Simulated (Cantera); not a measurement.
What does this Cantera script print?

```python
import numpy as np
import cantera as ct

gas_names = [...]  # 47 gases of nasa_gas.yaml made of H, N, O
cond_names = """
    H2O(s) H2O(L)
""".split()


# ... load() reads the species with a 1 bar reference pressure and builds the phases ...
atoms = {
    'H2O': {'H': 2, 'O': 1},
    'N2': {'N': 2},
}
top_T = {}  # K; cautious upper limits of use, not melting points


# ... equilibrate(T, P, feed) seeds the gas with the atoms and calls Mixture.equilibrate('TP', solver="vcs", rtol=1e-11, max_steps=5000) ...
results = []
feed = {'H2O': 1, 'N2': 0.32}  # mol
P = 67  # Pa
for T in [3000, 3250, 3500, 3750, 4000, 4250, 4500, 4750, 5000]:
    mix = equilibrate(T, P, feed)
    results.append((T, P, feed, dict(zip(mix.species_names, mix.species_moles))))

top = {s: max(r[3][s] / sum(r[3][g] for g in gas_names) for r in results) for s in gas_names}
cols = sorted((s for s in top if top[s] > 1e-06), key=lambda s: -top[s])[:5]
seen = [c for c in cond_names if any(r[3].get(c, 0) > 1e-12 for r in results)]
print("log10 of partial pressures in bar; condensed amounts in mol")
print(f"{'T/K':>10s}" + "".join(f"{s[:9]:>10s}" for s in cols + seen))
for T, P, feed, n in results:
    ng = sum(n[g] for g in gas_names)
    print(f"{T:10.4g}" + "".join(f"{np.log10(max(n[s] / ng * P / 1e5, 1e-99)):10.3f}" for s in cols)
          + "".join(f"{n.get(c, 0):10.4g}" for c in seen))
```

Result:

```
log10 of partial pressures in bar; condensed amounts in mol
       T/K         H         O         N        N2        H2
      3000    -3.404    -3.713    -6.949    -4.186    -5.204
      3250    -3.396    -3.700    -6.306    -4.192    -5.806
      3500    -3.395    -3.698    -5.753    -4.198    -6.333
      3750    -3.396    -3.698    -5.278    -4.211    -6.794
      4000    -3.398    -3.700    -4.873    -4.243    -7.202
      4250    -3.404    -3.705    -4.535    -4.314    -7.568
      4500    -3.412    -3.713    -4.272    -4.453    -7.901
      4750    -3.421    -3.722    -4.094    -4.692    -8.203
      5000    -3.428    -3.729    -3.996    -5.034    -8.473
```

Cantera equilibrium calculation (NASA polynomials, part measured and part estimated; ideal gas, pure solids and liquids).
